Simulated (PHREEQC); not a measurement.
A solution holds 15 mmol/kgw H3BO3, 0.52 mmol/kgw KOH and 0.076 mmol/kgw LiCl, at 25 °C. Closed to the air; pH follows from the charge balance.

Computed with PHREEQC (Pitzer model, pitzer.dat).

Precipitation was switched off in this run.

Task: What pH, osmotic coefficient, ionic strength does the model give?

Result: pH 7.78; osmotic coefficient 0.999; ionic strength 0.000596 mol/kgw.

Task: In which forms is B present?

Result: B(OH)3 96 %, B(OH)4- 3.4 % of the B.

Species that the database lacks are ignored.
